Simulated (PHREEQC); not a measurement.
A column of 0.2 m (40 cells, dispersivity 0.007 m, 720 s a shift, diffusion coefficient 3e-10 m²/s) holds 0.069 eq of the database's cation exchanger X per kg of pore water, first in equilibrium with 0.0045 mol/kgw KCl, 0.074 mol/kgw Na2SO4 and 1e-05 mol/kgw HCl. It is flushed with 0.0048 mol/kgw NH4Cl, 0.079 mol/kgw Na2SO4, 0.0039 mol/kgw LiCl and 1e-05 mol/kgw HCl, at 40 °C. Values are for the last cell. CO2 from the air is kept out. No solid was allowed to form.

Base run: PHREEQC, ion-association model, phreeqc.dat. Each further column changes one thing. The table gives Li in solution (mol/kgw).

```
pore volumes      base  exchange capacity from 0.069 to 0.035 eq/kgw  dispersivity from 0.007 to 0.014 m
------------  --------  --------------------------------------------  ----------------------------------
0                    0                                             0                                   0
0.2125               0                                             0                            2.77e-11
0.5125         7.00e-7                                       4.23e-6                             2.17e-5
0.7125         5.03e-5                                      0.000158                            0.000231
0.9125        0.000398                                      0.000834                            0.000764
1.212          0.00164                                       0.00238                             0.00184
1.413          0.00251                                       0.00312                             0.00248
1.613          0.00313                                       0.00354                             0.00297
1.812          0.00350                                       0.00374                             0.00330
2.112          0.00376                                       0.00386                             0.00360
2.312          0.00383                                       0.00388                             0.00372
2.513          0.00386                                       0.00389                             0.00378
2.812          0.00388                                       0.00390                             0.00384
3.013          0.00388                                       0.00390                             0.00386
```

At this temperature some constants are extrapolated from 25 °C, and those without enthalpy data are left unchanged.
